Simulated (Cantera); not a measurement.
Charge: 1 mol AlCl3, 29 mol N2, 4.7 mol H2, held at 0.870 bar.

Equilibrium computed with Cantera from the NASA thermochemical tables; the gas is ideal and each condensed phase is pure. Candidate condensed phases: Al, AlCl3, AlN, NH4Cl; 20 gas species. Equilibrium is a limit: real reactors are often held back by kinetics, nucleation or transport.

**Question.** Which condensed phases are stable at each of these points (T (K)): 850, 950, 1050, 1150, 1250, 1350, 1450, 1550, 1650, 1750, 1850, 1950, 2050?

**Answer.** 
```
T (K)  condensed phases  Al condensed (%)
-----  ----------------  ----------------
850              AlN(s)              47.1
950              AlN(s)              45.0
1050             AlN(s)              43.2
1150             AlN(s)              41.6
1250             AlN(s)              40.4
1350             AlN(s)              39.3
1450             AlN(s)              38.1
1550             AlN(s)              36.3
1650             AlN(s)              32.0
1750             AlN(s)              20.9
1850           gas only               0.0
1950           gas only               0.0
2050           gas only               0.0
```

From 850 K to 1750 K the condensed part is AlN(s). From 1850 K to 2050 K nothing is condensed.
